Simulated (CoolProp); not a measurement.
Vapour-liquid equilibrium of n-perfluoropentane (1) + n-pentane (2) at 57.65 °C; x and y are mole fractions of (1).

Computed with CoolProp (multi-fluid Helmholtz-energy mixture model, Gao 2022 and Thol 2019; pair parameters Bell 2016).

Task: Give the bubble pressure and the first vapour's composition at x = 0.05, 0.5, 0.8. Is there an azeotrope?

Result: x = 0.05: 0.2607 MPa, y = 0.250; x = 0.5: 0.3504 MPa, y = 0.523; x = 0.8: 0.3289 MPa, y = 0.670. y crosses x between x = 0.5 and 0.65: the model has an azeotrope there.

The pair parameters rest on a limited set of measurements; away from them the model extrapolates. With so large a gap from Raoult's law the liquid may split in two, which this calculation doesn't test in full.
